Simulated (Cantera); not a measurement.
Input (Python, Cantera) and output of one run.

```python
import numpy as np
import cantera as ct

gas_names = """
    NO2
""".split()
cond_names = """
    V(cr) V(L) V2O4(I) V2O4(II) V2O4(L) VN(s)
""".split()


# ... load() reads the species with a 1 bar reference pressure and builds the phases ...
species = {s.name: s for s in load("nasa_gas.yaml", gas_names) + load("nasa_condensed.yaml", cond_names)}
# Each term lists the table entries of one substance; the one whose range holds T is used.
reactions = {
    '4 V + 2 NO2(g) = V2O4 + 2 VN':
        [(-4, ['V(cr)', 'V(L)']), (-2, ['NO2']), (1, ['V2O4(I)', 'V2O4(II)', 'V2O4(L)']), (2, ['VN(s)'])],
}


def pick(names, T):
    return next(species[n] for n in names if species[n].thermo.min_temp <= T <= species[n].thermo.max_temp)


results = []
for label, terms in reactions.items():
    print(label)
    print("     T/K   dH/kJ  dS/(J/K)   dG/kJ   log10 K")
    for T in [973, 1073, 1173, 1273, 1373]:
        used = [(nu, pick(names, T)) for nu, names in terms]
        dH = sum(nu * s.thermo.h(T) for nu, s in used) / 1e6
        dS = sum(nu * s.thermo.s(T) for nu, s in used) / 1e3
        dG = dH - T * dS / 1e3
        logK = -dG * 1e6 / (ct.gas_constant * T * np.log(10))
        results.append((label, T, dH, dS, dG, logK, [s.name for _, s in used]))
        print(f"{T:8g} {dH:8.1f} {dS:8.1f} {dG:8.1f} {logK:8.2f}")
```

Result:

```
4 V + 2 NO2(g) = V2O4 + 2 VN
     T/K   dH/kJ  dS/(J/K)   dG/kJ   log10 K
     973  -1894.3   -346.9  -1556.7    83.57
    1073  -1890.1   -342.9  -1522.2    74.10
    1173  -1885.9   -339.1  -1488.1    66.27
    1273  -1881.9   -335.8  -1454.4    59.68
    1373  -1877.9   -332.8  -1421.0    54.06
```

Standard-state values (1 bar) from the NASA 1993 polynomials, evaluated with Cantera. VN: taken at fixed stoichiometry. Condensed species are held in their standard states even where they would react or evaporate.
